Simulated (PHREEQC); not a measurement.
1 kg of water holding 0.0038 mol/kgw K2CO3, 0.017 mol/kgw K2SO4 and 0.021 mol/kgw KHCO3 is evaporated at 20 °C; the solids stay in contact with the brine. No CO2 enters from the air. The run lets Arcanite, Kalicinite, Misenite precipitate or redissolve, and no other solid.

The series has 28 steps of water left (kg), from 1 to 0.005013.

All values are PHREEQC results (Pitzer model, pitzer.dat), not measurements.

Q: Which solids form, in which order, and at which step of the series does each first stand?

A: Arcanite from water left = 0.03564 kg (pH 8.97); Kalicinite from water left = 0.005013 kg (pH 8.98).
